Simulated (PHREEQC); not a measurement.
Solution (95 °C): 0.0012 mol/kgw KH2PO4, 0.1 mol/kgw Na2SO4 and 0.001 mol/kgw NaCl. Closed to the air; pH follows from the charge balance.

All values are PHREEQC results (ion-association model, phreeqc.dat), not measurements.

```
Item                          Value
--------------------  -------------
pH                             5.36
ionic strength        0.258 mol/kgw
specific conductance    41900 µS/cm
density                 0.974 g/cm³
```

```csv
species,molality,activity,log γ
Na+,0.179,0.125,-0.155
SO4-2,0.0776,0.0172,-0.655
NaSO4-,0.0221,0.0154,-0.155
H2PO4-,0.00113,0.000788,-0.155
Cl-,0.00100,0.000660,-0.180
K+,0.000920,0.000603,-0.183
KSO4-,0.000280,0.000196,-0.155
HPO4-2,6.75e-5,1.53e-5,-0.645
HSO4-,6.63e-5,4.65e-5,-0.154
H+,5.76e-6,4.39e-6,-0.118
NaHPO4-,5.34e-6,3.73e-6,-0.155
H3PO4,9.43e-7,1.00e-6,0.026
OH-,1.67e-7,1.09e-7,-0.187
```

Precipitation was switched off in this run. Species that the database lacks are ignored. At this temperature some constants are extrapolated from 25 °C, and those without enthalpy data are left unchanged.
